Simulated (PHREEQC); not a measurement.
Consider water at 15 °C with 4.1 mmol/kgw NH3, 0.64 mmol/kgw H3BO3 and 41 mmol/kgw K2CO3. Closed to the air; pH follows from the charge balance.

The numbers come from PHREEQC with the ion-association model, phreeqc.dat.

```csv
quantity,before,after
pH,11.39,10.96
ionic strength (mol/kgw),0.121,0.118
H3BO3 (mol/kgw),4.11e-6,1.10e-5
```

Question: Name the change that produced these shifts.
(A) H3BO3 from 0.00064 to 6.4e-05 mol/kgw
(B) NH3 left out
(C) NH3 replaced by NH4Cl at the same molality
(D) K2CO3 left out
(E) NH3 replaced by (NH4)2CO3 at the same molality

Answer: C, NH3 replaced by NH4Cl at the same molality

This is a speciation only: nothing precipitates in the calculation.
